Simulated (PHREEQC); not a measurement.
1 kg of water meets 20 L of dry gas (O2 1 by moles) at fixed total pressure, at 80 °C; fugacities by Peng-Robinson. The gases take part in no redox reaction, some water evaporates into the gas, and hydrates or a liquid gas phase aren't modelled. Precipitation was switched off in this run.

The numbers come from PHREEQC with the ion-association model, phreeqc.dat.

```
P (atm)  dissolved O2 (mol/kgw)  φ of O2
-------  ----------------------  -------
2                       0.00120    1.000
5                       0.00353    0.998
10                      0.00736        ?
20                       0.0148    0.992
30                            ?    0.988
40                       0.0291        ?
75                       0.0522    0.974
100                      0.0673    0.968
150                      0.0947    0.958
200                       0.119    0.952
300                       0.159    0.951
400                       0.192    0.960
```

**Question.** Some entries are withheld; supply them.

**Answer.** 
- 10, φ of O2: 0.996
- 30, dissolved O2 (mol/kgw): 0.0221
- 40, φ of O2: 0.985

At this temperature some constants are extrapolated from 25 °C, and those without enthalpy data are left unchanged.
